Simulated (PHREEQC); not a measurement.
CaCl2 is added in steps, without added water, to 1 kg of water holding 110 mmol/kgw CuSO4, at 20 °C. Oxygen is held at 0.21 atm. No CO2 enters from the air. The run lets Gypsum, Portlandite, Cu(OH)2, Brochantite, Antlerite, Atacamite, Chalcanthite precipitate or redissolve, and no other solid.

Base run: PHREEQC, ion-association model, wateq4f.dat. Each further column changes one thing. The table gives pH.

```tsv
CaCl2 added (mol)	base	Debye-Hückel limiting law	all activity coefficients set to 1	metal-ligand complexes left out
0	3.83	4.36	3.75	3.64
0.0165	3.84	4.44	3.70	3.65
0.03025	3.84	4.50	3.67	3.66
0.04675	3.84	4.57	3.64	3.68
0.06325	3.85	4.63	3.63	3.70
0.07975	3.87	4.68	3.63	3.73
0.0935	3.89	4.70	3.60	3.76
0.11	3.90	4.72	3.56	3.81
```

 The ionic strength passes 0.7 mol/kgw, the rough limit of the ion-association models, in part of: Debye-Hückel limiting law.
